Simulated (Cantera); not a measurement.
A freely propagating, adiabatic, planar premixed flame of H2 : O2 : N2 : H2O = 1 : 0.676 : 2.91 : 0.31 (molar parts), equivalence ratio 0.74, unburnt at 600 K and 5.00 bar; mixture-averaged transport, grid criteria slope 0.08 and curve 0.16, no radiation.

Model: the H2/O2 subset of GRI-Mech 3.0, which has no nitrogen chemistry, integrated in Cantera. The hydrogen kinetics of GRI-Mech 3.0 are dated; newer H2 mechanisms differ, most at raised pressure. Burning velocities carry a grid error of a few per cent, more on coarse grids.

Problem. Predict: laminar burning velocity; thermal thickness; peak x(HO2); peak x(O); peak x(H).

Solution. laminar burning velocity: 211 cm/s
thermal thickness: 0.0679 mm
peak x(HO2): 0.000826
peak x(O): 0.00309
peak x(H): 0.00521
